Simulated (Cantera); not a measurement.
A perfectly stirred reactor is fed with CH4 : H2 : N2 = 0.0037 : 1 : 0.0013 (molar parts), at 0.0600 bar; it is held at 2073 K, and followed from long to short residence time.

Computed with Cantera and GRI-Mech 3.0 (53 species, 325 reactions). GRI-Mech 3.0 stops at C3 and has no aromatics, soot or wall deposition, so with more carbon than oxygen in the feed, carbon stays in small species such as C2H2 where larger ones or solid carbon would form.

Question: What does this change do: H2 1 to 0.14 parts?

Answer: 
```
quantity                  before     after
----------------------  --------  --------
x(CH4) at τ = 2.50 s    0.000203  0.000534
x(H2) at τ = 2.50 s        0.986     0.968
x(C2H) at τ = 2.50 s     4.24e-7   3.03e-6
x(C2H4) at τ = 2.50 s    4.86e-7   3.38e-6
x(CH2) at τ = 2.50 s     5.85e-7   1.56e-6
x(CH4) at τ = 26.0 ms    0.00209   0.00673
x(H2) at τ = 26.0 ms       0.989     0.967
x(C2H) at τ = 26.0 ms    1.03e-7   1.57e-6
x(C2H4) at τ = 26.0 ms   1.61e-6   1.91e-5
x(CH2) at τ = 26.0 ms    2.42e-6   9.20e-6
```
